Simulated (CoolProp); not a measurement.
Saturation properties of R21 (Tc = 452.7 K, pc = 5.289 MPa, ω = 0.206).

Model: reference Helmholtz-energy equation of state, Platzer 1990, in CoolProp. This equation is an older, rougher fit; its heat capacities, sound speeds and derivatives of the liquid may be far off and weren't checked against measurements.

```csv
T (K),p (MPa),liquid density (kg/m³),enthalpy of vaporisation (kJ/kg)
285.6,0.1162,1397,237.5
298.4,0.1838,1367,230.2
311.1,0.2775,1336,222.5
323.9,0.4050,1303,214.3
336.7,0.5722,1268,205.6
349.5,0.7861,1232,196.3
362.3,1.054,1193,186.3
375,1.380,1152,175.4
387.8,1.779,1107,163.3
400.6,2.255,1056,149.7
```

It boils at 282.0 K under 1 atm.
